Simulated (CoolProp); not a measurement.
Dodecamethylpentasiloxane (MD3M) along the isotherm 620 K: density (kg/m³) from the reference equation and from simpler models built on Tc = 628.0 K, pc = 0.9540 MPa, ω = 0.730; each cubic takes its own stable root.

Model: reference Helmholtz-energy equation of state, Thol 2019, in CoolProp.

```
p (MPa)   phase  reference
-------  ------  ---------
0.397       gas      36.23
0.795       gas      113.3
1.19     liquid      456.7
1.59     liquid      481.4
1.99     liquid      497.7
2.38     liquid      509.8
2.78     liquid      519.9
3.18     liquid      528.6
3.58     liquid      536.1
3.97     liquid      542.7
4.37     liquid      548.8
4.77     liquid      554.4
```

Q: How far does each simpler model (van der Waals, Peng-Robinson) lie from the reference over these 12 states: mean and median of the absolute difference, and the worst?

A: 
- van der Waals: mean 28.0 %, median 30.4 %, worst -36.1 % at 620 K and 1.19 MPa
- Peng-Robinson: mean 2.8 %, median 1.9 %, worst -10.1 % at 620 K and 1.19 MPa
